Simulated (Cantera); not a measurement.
Charge: 1 mol FeS2, 5.4 mol H2, 0.6 mol H2O, equilibrated at 1950 °C and 1.20 mbar.

Cantera equilibrium calculation (NASA polynomials, part measured and part estimated; ideal gas, pure solids and liquids). Candidate condensed phases: Fe, FeO, Fe(OH)2, Fe(OH)3, FeS, FeSO4, FeS2, Fe2O3, Fe2(SO4)3, Fe3O4, H2O, H2SO4, S; 22 gas species. Equilibrium is a limit: real reactors are often held back by kinetics, nucleation or transport.

Base state: H2 0.545, H 0.137, Fe 0.110, S 0.0757, S2 0.0490, H2O 0.0354, SO 0.0243, SH 0.0182 (mole fractions); condensed: gas only.

Task: What changes in the equilibrium state with this change: temperature from 1950 °C to 1150 °C?

Result: 
```json
[
 {"species": "H2", "before": "0.545", "after": "0.808"},
 {"species": "H2O", "before": "0.0354", "after": "0.0936"},
 {"species": "S2", "before": "0.0490", "after": "0.0586"},
 {"species": "H", "before": "0.137", "after": "0.000173"},
 {"species": "Fe", "before": "0.110", "after": "5.94e-6"},
 {"species": "S", "before": "0.0757", "after": "0.000111"},
 {"species": "SO", "before": "0.0243", "after": "0.000141"},
 {"species": "H2S", "before": "0.00143", "after": "0.0365"},
 {"species": "SH", "before": "0.0182", "after": "0.00256"},
 {"species": "O", "before": "0.000222", "after": "<1e-9"},
 {"species": "FeO", "before": "0.000229", "after": "1.93e-9"},
 {"species": "FeS(s), mol", "before": "0", "after": "1.000"}
]
```
FeS: taken at fixed stoichiometry.

Task: What changes in the equilibrium state with this change: temperature from 1950 °C to 1127 °C?

Result: 
```csv
species,before,after
H2,0.545,0.806
H2O,0.0354,0.0939
S2,0.0490,0.0569
H,0.137,0.000126
Fe,0.110,2.78e-6
S,0.0757,8.08e-5
SO,0.0243,0.000107
H2S,0.00143,0.0406
SH,0.0182,0.00227
FeO,0.000229,<1e-9
O,0.000222,<1e-9
OH,0.00128,2.92e-7
"FeS(s), mol",0,1.000
```
FeS: taken at fixed stoichiometry.
